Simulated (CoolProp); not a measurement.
Model: reference Helmholtz-energy equation of state, Zhou 2016, in CoolProp.

**Question.** For R245ca, give the phase and the cp (kJ/(kg K)), cv (kJ/(kg K)) at 450 K and 0.0316 MPa; 450 K and 5.93 MPa.

**Answer.** 
- 450 K and 0.0316 MPa: gas; cp 1.17, cv 1.10
- 450 K and 5.93 MPa: supercritical; cp 2.04, cv 1.21
